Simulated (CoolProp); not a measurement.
Vapour-liquid equilibrium of carbon dioxide (1) + n-butane (2) at -25.75 °C; x and y are mole fractions of (1).

The numbers come from the multi-fluid Helmholtz-energy mixture model, Span 1996 and Bücker 2006; pair parameters Kunz 2012 in CoolProp.

| x | bubble pressure (bar) | y at the bubble point | dew pressure at overall composition x (bar) | liquid density (mol/L) |
|---|---|---|---|---|
| 0.05 | 2.039 | 0.829 | 0.3650 | 10.84 |
| 0.15 | 5.226 | 0.933 | 0.4085 | 11.09 |
| 0.25 | 7.788 | 0.956 | 0.4635 | 11.54 |
| 0.35 | 9.627 | 0.965 | 0.5354 | 12.18 |
| 0.45 | 10.89 | 0.970 | 0.6333 | 13.04 |
| 0.55 | 11.80 | 0.973 | 0.7745 | 14.15 |
| 0.65 | 12.57 | 0.976 | 0.9964 | 15.55 |
| 0.75 | 13.38 | 0.980 | 1.396 | 17.33 |
| 0.85 | 14.35 | 0.985 | 2.328 | 19.56 |
| 0.95 | 15.62 | 0.993 | 6.959 | 22.37 |

No azeotrope shows between x = 0.05 and 0.95.

The pair parameters rest on a limited set of measurements; away from them the model extrapolates. With so large a gap from Raoult's law the liquid may split in two, which this calculation doesn't test in full.
